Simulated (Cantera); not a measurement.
Source: NASA polynomial tables (part measured, part estimated), evaluated in Cantera. Values are per mole of reaction as written; species without (g) are pure solids or liquids, kept so even where they would boil at 1 bar. The tables' values for C2F4 are old estimates.

### Question
Between 300 and 1623 K, where is each reaction favourable under standard conditions?
- CF3(g) + 4 Cl(g) ⇌ 3 F(g) + CCl4(g)
- 2 CCl4(g) + 4 CF3(g) ⇌ 3 C2F4(g) + 8 Cl(g)
- CCl4(g) + 4 F(g) ⇌ CF4(g) + 4 Cl(g)

### Answer
- CF3(g) + 4 Cl(g) ⇌ 3 F(g) + CCl4(g): ΔG° is 169 kJ at 300 K and 342 kJ at 1623 K; it stays positive (K < 1). ΔH° is 134 kJ and ΔS° -128 J/K at 1623 K.
- 2 CCl4(g) + 4 CF3(g) ⇌ 3 C2F4(g) + 8 Cl(g): ΔG° is 905 kJ at 300 K and 139 kJ at 1623 K; it stays positive (K < 1). ΔH° is 1105 kJ and ΔS° 595 J/K at 1623 K.
- CCl4(g) + 4 F(g) ⇌ CF4(g) + 4 Cl(g): ΔG° is -663 kJ at 300 K and -615 kJ at 1623 K; it stays negative (K > 1). ΔH° is -677 kJ and ΔS° -38 J/K at 1623 K.
